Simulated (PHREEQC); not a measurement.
Consider water at 25 °C with 0.0015 mol/kgw K2CO3 and 0.017 mol/kgw Fe(NO3)3. Closed to the air; pH follows from the charge balance.

Computed with PHREEQC (ion-association model, phreeqc.dat).

```csv
quantity,before,after
pH,2.22,1.64
ionic strength (mol/kgw),0.0948,0.990
Fe+3 (mol/kgw),0.00715,0.137
FeOH+2 (mol/kgw),0.00363,0.0154
Fe2(OH)2+4 (mol/kgw),0.00253,0.00818
Fe3(OH)4+5 (mol/kgw),0.000358,0.000535
SI of Fe(OH)3(a) (Fe(OH)3),-1.12,-2.02
SI of Goethite (FeOOH),+4.77,+3.88
```

Task: Which change was made?
A) K2CO3 left out
B) Fe(NO3)3 from 0.017 to 0.17 mol/kgw
C) K2CO3 replaced by KCl at the same molality
D) Fe(NO3)3 from 0.017 to 0.034 mol/kgw

Result: B, Fe(NO3)3 from 0.017 to 0.17 mol/kgw

This is a speciation only: nothing precipitates in the calculation. The ionic strength passes 0.7 mol/kgw, the rough limit of the ion-association models, in after. Some of these states are supersaturated (in Hematite (slow to form), Goethite (slow to form), for instance).
